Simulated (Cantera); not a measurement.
A closed system holds: 1 mol Si, 0.68 mol H2O, 6.9 mol CO, at 5000 Pa.

Method: chemical equilibrium by Gibbs-energy minimisation in Cantera with the NASA 1993 tables (ideal gas, pure condensed phases). Candidate condensed phases: C, C6H6, C7H8, C8H18, H2O, Si, SiC, SiO2; 123 gas species. Rates play no part. All values below are at 1950 K.

Base state: CO 0.815, SiO 0.102, H2 0.0815, H 0.00146, Si 8.38e-5 (mole fractions); condensed: SiC(s).

### Question
What changes in the equilibrium state with this change: 0.062 mol NH3 added?

### Answer
```csv
species,before,after
CO,0.815,0.803
SiO,0.102,0.100
H2,0.0815,0.0913
N2,0,0.00366
HCN,0,5.68e-5
H,0.00146,0.00155
"SiC(s), mol",0.160,0.159
```
Further candidate phases: Si2N2O, Si3N4.
